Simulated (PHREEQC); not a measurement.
Consider water at 2.9 °C with 2.1 mmol/kgw NaNO3. Closed to the air; pH follows from the charge balance.

Equilibrium calculation in PHREEQC: ion-association model, phreeqc.dat.

```
Property                       Result
--------------------  ---------------
ionic strength        0.00210 mol/kgw
specific conductance        134 µS/cm
```

```json
[
 {"species": "NO3-", "molality": "0.00210", "activity": "0.00200", "log γ": "-0.022"},
 {"species": "Na+", "molality": "0.00210", "activity": "0.00200", "log γ": "-0.021"},
 {"species": "H+", "molality": "4.10e-8", "activity": "3.92e-8", "log γ": "-0.020"},
 {"species": "OH-", "molality": "4.10e-8", "activity": "3.90e-8", "log γ": "-0.021"}
]
```

Precipitation was switched off in this run. Constants without temperature data keep their 25 °C values here.
